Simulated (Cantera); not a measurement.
A closed system holds: 1 mol Ta, 1.5 mol O2, 93 mol N2, held at 75.0 Torr.

Equilibrium computed with Cantera from the NASA thermochemical tables; the gas is ideal and each condensed phase is pure. Candidate condensed phases: Ta, Ta2O5; 12 gas species. The numbers say what is thermodynamically allowed, not how fast it happens. All values below are at 2323 K.

Base state: N2 0.996, NO 0.00159, O2 0.00154, O 0.000704, TaO2 2.86e-5 (mole fractions); condensed: Ta2O5(l).

Q: What changes in the equilibrium state with this change: Ta replaced by Zr?

A: 
| species | before | after |
|---|---|---|
| N2 | 0.996 | 0.993 |
| O2 | 0.00154 | 0.00360 |
| NO | 0.00159 | 0.00242 |
| TaO2 | 2.86e-5 | 0 |
| O | 0.000704 | 0.00108 |
| Ta2O5(l), mol | 0.499 | 0 |
| ZrO2(tetragonal), mol | 0 | 1.000 |
Further candidate phases: Zr, ZrN, ZrO2.
